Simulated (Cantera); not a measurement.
**Silicon etching in halogen gases: Si + HCl + H2**

A closed system holds: 1 mol Si, 18 mol HCl, 0.47 mol H2, at 6.00 Pa.

These are equilibrium values from Cantera (NASA tables, ideal gas, pure condensed phases), not measurements of a reactor. Candidate condensed phases: Si; 19 gas species. The tables' values for SiCl3, SiCl are old estimates; treat these amounts as uncertain. Rates play no part.

From 598 K to 1698 K nothing is condensed. The main Si-bearing gas is SiCl4 at 598 K and SiCl2 at 1698 K.

```csv
T (K),log p HCl,log p H2,log p SiCl4,log p SiCl2,log p Cl
598,-4.32,-5.07,-5.46,<-16,<-16
698,-4.32,-5.07,-5.46,-15.15,-15.38
798,-4.32,-5.07,-5.46,-12.31,-13.34
898,-4.32,-5.07,-5.46,-10.12,-11.75
998,-4.32,-5.07,-5.47,-8.38,-10.48
1098,-4.32,-5.08,-5.50,-7.00,-9.43
1198,-4.31,-5.14,-5.68,-6.08,-8.52
1298,-4.29,-5.24,-6.15,-5.68,-7.72
1398,-4.29,-5.29,-6.81,-5.55,-7.05
1498,-4.29,-5.30,-7.49,-5.52,-6.50
1598,-4.30,-5.28,-8.14,-5.51,-6.03
1698,-4.31,-5.25,-8.77,-5.51,-5.64
```
log p: log10 of the partial pressure in bar; nothing condenses.
